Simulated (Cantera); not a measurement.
NO annealing gas

An isothermal, constant-pressure homogeneous reactor starts with NO : N2 = 1 : 1.6 (molar parts), at 2100 K and 0.0263 atm.

Model: GRI-Mech 3.0 (53 species, 325 reactions), integrated in Cantera. Radical loss at walls, strong at low pressure, is not modelled.

```tsv
t (s)	x NO	x N2	x O	x O2	x NO2
5.00e-5	0.385	0.615	4.59e-7	2.83e-10	2.23e-10
0.000182	0.385	0.615	1.68e-6	3.74e-9	2.85e-9
0.000660	0.385	0.615	6.24e-6	5.02e-8	3.36e-8
0.00240	0.385	0.615	2.45e-5	7.06e-7	3.18e-7
0.00871	0.384	0.615	0.000107	1.12e-5	2.02e-6
0.0316	0.384	0.616	0.000434	0.000193	7.68e-6
0.115	0.379	0.618	0.000922	0.00214	1.42e-5
0.417	0.359	0.628	0.00129	0.0122	2.18e-5
1.52	0.271	0.671	0.00217	0.0553	3.29e-5
5.51	0.0705	0.771	0.00339	0.155	1.45e-5
20.0	0.0105	0.801	0.00368	0.185	2.36e-6
```
x: mole fraction; the columns are a selection and need not sum to one.

Equilibrium at this temperature and pressure: NO 0.00947, N2 0.801, O 0.00369, O2 0.185, NO2 2.13e-6 (gas phase only).
